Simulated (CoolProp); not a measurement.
The fluoroketone C6F12O (FK-5-1-12) at several states: fugacity coefficient from the reference equation and from simpler models built on Tc = 168.7 °C, pc = 1.869 MPa, ω = 0.471; each cubic takes its own stable root.

The numbers come from the reference Helmholtz-energy equation of state, McLinden 2015 in CoolProp.

```tsv
T (°C)	p (MPa)	phase	reference	Redlich-Kwong	Soave-Redlich-Kwong
177.75	9.94	supercritical	[?]	[?]	[?]
-30.85	1.65	liquid	0.001317	0.009865	0.001379
185.25	0.985	gas	0.8451	0.8433	0.8486
76.45	2.07	liquid	0.1190	0.2027	0.1224
```

Task: Complete the blanks.

Result: 
- 177.75, reference: 0.2565
- 177.75, Redlich-Kwong: 0.2735
- 177.75, Soave-Redlich-Kwong: 0.2824
